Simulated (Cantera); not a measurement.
Feed: 1 mol Pb, 9.9 mol H2O, 290 mol H2, at 1.00 bar.

Method: chemical equilibrium by Gibbs-energy minimisation in Cantera with the NASA 1993 tables (ideal gas, pure condensed phases). Candidate condensed phases: H2O, Pb, PbO, PbO2, Pb3O4; 12 gas species. The numbers say what is thermodynamically allowed, not how fast it happens.

Problem. Which condensed phases are stable at each of these points (T (°C)): 950, 1050, 1150, 1250, 1350, 1450, 1550?

Solution. 
```json
[
 {"T (°C)": "950", "condensed phases": "Pb(l)", "Pb condensed (%)": "72.8"},
 {"T (°C)": "1050", "condensed phases": "gas only", "Pb condensed (%)": "0.0"},
 {"T (°C)": "1150", "condensed phases": "gas only", "Pb condensed (%)": "0.0"},
 {"T (°C)": "1250", "condensed phases": "gas only", "Pb condensed (%)": "0.0"},
 {"T (°C)": "1350", "condensed phases": "gas only", "Pb condensed (%)": "0.0"},
 {"T (°C)": "1450", "condensed phases": "gas only", "Pb condensed (%)": "0.0"},
 {"T (°C)": "1550", "condensed phases": "gas only", "Pb condensed (%)": "0.0"}
]
```

At 950 °C the condensed part is Pb(l). From 1050 °C to 1550 °C nothing is condensed.
